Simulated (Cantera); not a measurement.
Cantera run, input and output.

```python
import numpy as np
import cantera as ct

gas = ct.Solution("SiF4_NH3_mec.yaml", "gas")
gas.TPX = 1750, 2200, {'NH3': 1, 'N2': 2.7, 'H2': 0.019}
reactor = ct.IdealGasConstPressureReactor(gas, energy="off", clone=False)
net = ct.ReactorNet([reactor])
net.rtol, net.atol = 1e-08, 1e-18
show = ['NH3', 'H', 'NH', 'N2', 'N2H4', 'H2', 'N']
times = np.geomspace(1e-06, 40, 9)

steps = ct.SolutionArray(gas, extra=["t"])
rows = []
print(f"{'t/s':>10s}{'T/K':>9s}{'P/Pa':>11s}" + "".join(f"{s:>11s}" for s in show))
for t in times:
    while net.time < t:
        t_next = net.step()
        steps.append(gas.state, t=t_next)
    rows.append([np.interp(t, steps.t, y) for y in (steps.T, steps.P, *steps(*show).X.T)])
    print(f"{t:10.3e}{rows[-1][0]:9.1f}{rows[-1][1]:11.4g}" + "".join(f"{x:11.3e}" for x in rows[-1][2:]))
rate = np.gradient(steps.T, steps.t)
print("integrator steps:", len(steps.t))
if steps.T.max() > steps.T[0] + 200:
    print(f"time of steepest temperature rise: {steps.t[rate.argmax()]:.4e} s")
gas.TPX = 1750, 2200, {'NH3': 1, 'N2': 2.7, 'H2': 0.019}
gas.equilibrate("TP")
print(f"equilibrium (TP): T = {gas.T:.1f} K  " + "  ".join(f"{s} {gas[s].X[0]:.3e}" for s in show))
```

Result:

```
       t/s      T/K       P/Pa        NH3          H         NH         N2       N2H4         H2          N
 1.000e-06   1750.0       2200  2.689e-01  2.655e-09  1.174e-17  7.260e-01  1.068e-20  5.109e-03  1.718e-25
 8.918e-06   1750.0       2200  2.689e-01  1.778e-08  6.579e-15  7.260e-01  9.743e-18  5.109e-03  3.409e-21
 7.953e-05   1750.0       2200  2.689e-01  3.764e-08  2.084e-12  7.260e-01  8.819e-15  5.109e-03  2.674e-17
 7.092e-04   1750.0       2200  2.689e-01  6.287e-08  3.475e-10  7.260e-01  1.450e-12  5.111e-03  5.867e-14
 6.325e-03   1750.0       2200  2.688e-01  2.897e-07  5.807e-08  7.260e-01  1.244e-10  5.127e-03  2.151e-10
 5.640e-02   1750.0       2200  2.681e-01  2.351e-06  1.673e-06  7.258e-01  6.766e-09  5.776e-03  1.901e-08
 5.030e-01   1750.0       2200  2.543e-01  9.311e-06  2.901e-06  7.233e-01  7.606e-09  2.212e-02  9.613e-08
 4.485e+00   1750.0       2200  1.690e-01  4.754e-05  2.998e-06  7.082e-01  3.041e-09  1.226e-01  2.365e-07
 4.000e+01   1750.0       2200  1.950e-02  1.948e-04  1.127e-06  6.815e-01  1.152e-10  2.988e-01  1.841e-07
integrator steps: 1246
equilibrium (TP): T = 1750.0 K  NH3 1.062e-07  H 8.947e-04  NH 1.137e-10  N2 6.778e-01  N2H4 6.270e-20  H2 3.213e-01  N 8.099e-11
```

Cantera simulation using the gas-phase N/H chemistry of the illustrative SiF4/NH3 mechanism in the Surface Chemkin manual (1991); the numbers are that mechanism's predictions, not measurements. Walls and surfaces, which speed up NH3 decomposition in real reactors, are not modelled.
